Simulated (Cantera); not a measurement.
What does this Cantera script print?

```python
import numpy as np
import cantera as ct

surf = ct.Interface("diamond.yaml", "diamond_100")
gas, bulk = surf.adjacent["gas"], surf.adjacent["diamond"]
k = surf.kinetics_species_index(bulk.species_names[0])
cover = ["c6HH", "c6H*", "c6*H", "c6**", "c6HM", "c6B"]

rows, drift = [], 0.0
print(f"{'T':>10s}{'um/h':>11s}" + "".join(f"{s:>11s}" for s in cover))
for v in [950, 1025, 1100, 1175, 1250, 1325, 1400]:
    T, P, xH, xCH3 = v, 17000, 0.0064, 5.2e-05
    gas.TPX = T, P, {"H": xH, "CH3": xCH3, "CH4": 0.0077, "H2": 1 - xH - xCH3 - 0.0077}
    surf.TP = bulk.TP = T, P
    surf.coverages = "c6H*:0.1, c6HH:0.9"
    surf.advance_coverages(100.0)
    before = surf.coverages
    surf.advance_coverages(100.0)
    drift = max(drift, np.max(np.abs(surf.coverages - before) / (surf.coverages + 1e-9)))
    rate = surf.net_production_rates[k] * bulk.mean_molecular_weight / bulk.density * 3.6e9
    rows.append([rate, *surf[cover].coverages])
    print(f"{v:10.4g}{rate:11.4e}" + "".join(f"{x:11.3e}" for x in rows[-1][1:]))
```

It prints:

```
         T       um/h       c6HH       c6H*       c6*H       c6**       c6HM        c6B
       950 3.6421e+00  6.391e-01  1.424e-02  3.329e-01  6.655e-03  5.438e-03  9.883e-09
      1025 5.1227e+00  5.717e-01  2.068e-02  3.907e-01  1.147e-02  3.914e-03  1.390e-08
      1100 6.4242e+00  5.105e-01  2.797e-02  4.393e-01  1.808e-02  2.733e-03  1.743e-08
      1175 6.5343e+00  4.566e-01  3.580e-02  4.784e-01  2.646e-02  1.635e-03  1.773e-08
      1250 4.8888e+00  4.103e-01  4.385e-02  5.081e-01  3.641e-02  7.087e-04  1.327e-08
      1325 3.2499e+00  3.709e-01  5.183e-02  5.292e-01  4.749e-02  2.276e-04  8.819e-09
      1400 2.6346e+00  3.382e-01  5.954e-02  5.428e-01  5.919e-02  6.477e-05  7.149e-09
```

Model: the Harris–Goodwin 1993 mechanism for the reconstructed diamond (100) surface, integrated in Cantera.
